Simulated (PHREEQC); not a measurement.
Make-up at 20 °C: 0.056 mol HF, 0.013 mol NaF and 0.00014 mol (NH4)2SiF6 per kg of water. Closed to the air; pH follows from the charge balance.

All values are PHREEQC results (ion-association model, phreeqc.dat), not measurements.

Each row changes one thing in this solution. This is a speciation only: nothing precipitates in the calculation.

```json
[
 {"case": "as made", "pH": "2.52", "ionic strength (mol/kgw)": "0.0167", "HF (mol/kgw)": "0.0501", "F- (mol/kgw)": "0.0138", "HF2- (mol/kgw)": "0.00254", "NaF (mol/kgw)": "7.89e-5"},
 {"case": "(NH4)2SiF6 from 0.00014 to 0.000154 mol/kgw", "pH": "2.52", "ionic strength (mol/kgw)": "0.0168", "HF (mol/kgw)": "0.0501", "F- (mol/kgw)": "0.0138", "HF2- (mol/kgw)": "0.00254", "NaF (mol/kgw)": "7.89e-5"},
 {"case": "HF replaced by NaBF4 at the same molality", "pH": "3.44", "ionic strength (mol/kgw)": "0.0695", "HF (mol/kgw)": "0.00513", "F- (mol/kgw)": "0.0132", "HF2- (mol/kgw)": "0.000249", "NaF (mol/kgw)": "0.000328"},
 {"case": "0.019 mol/kgw CO2 added", "pH": "2.52", "ionic strength (mol/kgw)": "0.0167", "HF (mol/kgw)": "0.0501", "F- (mol/kgw)": "0.0138", "HF2- (mol/kgw)": "0.00254", "NaF (mol/kgw)": "7.89e-5"},
 {"case": "0.052 mol/kgw NH4F added", "pH": "3.12", "ionic strength (mol/kgw)": "0.0661", "HF (mol/kgw)": "0.0457", "F- (mol/kgw)": "0.0562", "HF2- (mol/kgw)": "0.00944", "NaF (mol/kgw)": "0.000261"},
 {"case": "(NH4)2SiF6 replaced by KF at the same molality", "pH": "2.52", "ionic strength (mol/kgw)": "0.0164", "HF (mol/kgw)": "0.0501", "F- (mol/kgw)": "0.0139", "HF2- (mol/kgw)": "0.00255", "NaF (mol/kgw)": "7.96e-5"}
]
```

SiF6-2 is the database's only silicon fluoride. Real BF4- forms and hydrolyses slowly; the run takes it at equilibrium.
